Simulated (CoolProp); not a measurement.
The numbers come from the reference Helmholtz-energy equation of state, Lemmon 2006 in CoolProp. It is a short technical equation, of lower accuracy than the large ones.

### Question
For isopentane, give the phase and the density (kg/m³), cv (kJ/(kg K)), Joule-Thomson coefficient (K/MPa), viscosity (µPa s) at 226.85 °C and 47.1 bar.

### Answer
- 226.85 °C and 47.1 bar: supercritical; density 162, cv 2.60, Joule-Thomson coefficient 10.5, viscosity 20.0

Viscosity comes from a separate model (Chung 1988), a generic estimate that can be far off for the liquid and wasn't checked against measurements.
